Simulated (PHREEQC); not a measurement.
A solution holds 1.3 mmol/kgw HCl, 150 mmol/kgw NaCl and 0.18 mmol/kgw MnSO4, at 20 °C. Closed to the air; pH follows from the charge balance.

The numbers come from PHREEQC with the ion-association model, wateq4f.dat.

The pH comes out as 2.98, the ionic strength is 0.152 mol/kgw and the total alkalinity is -1.30 meq/kg.

```tsv
species	molality	activity	log γ
Cl-	0.151	0.111	-0.134
Na+	0.150	0.114	-0.119
H+	0.00129	0.00105	-0.092
Mn+2	0.000147	5.26e-5	-0.446
SO4-2	0.000141	4.59e-5	-0.487
NaSO4-	3.32e-5	2.54e-5	-0.117
MnCl+	3.14e-5	2.38e-5	-0.120
HSO4-	5.60e-6	4.20e-6	-0.125
MnCl2	1.12e-6	1.15e-6	0.015
```

This is a speciation only: nothing precipitates in the calculation.
